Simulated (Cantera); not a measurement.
A closed system holds: 1 mol Fe₃O₄, 0.02 mol HCl, 9.1 mol N₂, 0.063 mol Cl₂, held at 0.0100 bar.

Equilibrium computed with Cantera from the NASA thermochemical tables; the gas is ideal and each condensed phase is pure. Candidate condensed phases: Fe, FeCl₂, FeCl₃, FeO, Fe(OH)₂, Fe(OH)₃, Fe₂O₃, Fe₃O₄, H₂O, NH₄Cl; 37 gas species. Mutual solubility and eutectic melting of coexisting phases are not modelled. Kinetics and transport are ignored. All values below are at 1300 K.

Base state: N₂ 0.989, FeCl₂ 0.00597, HCl 0.00215, O₂ 0.00165, Cl 0.00130, Cl₂ 0.000110, FeCl₃ 8.24e-5, NO 3.94e-5 (mole fractions); condensed: Fe₂O₃(s) + Fe₃O₄(s).

**Question.** What changes in the equilibrium state with this change: pressure from 0.0100 bar to 1.00 bar?

**Answer.** 
```
species         before     after
-------------  -------  --------
N₂               0.989     0.991
FeCl₂          0.00597   0.00558
HCl            0.00215   0.00215
O₂             0.00165   1.65e-5
Cl             0.00130  0.000126
NO             3.94e-5   3.94e-6
FeCl₃          8.24e-5  0.000744
H₂O            1.11e-5   1.20e-5
Fe₂O₃(s), mol    0.130     0.231
Fe₃O₄(s), mol    0.895     0.826
```
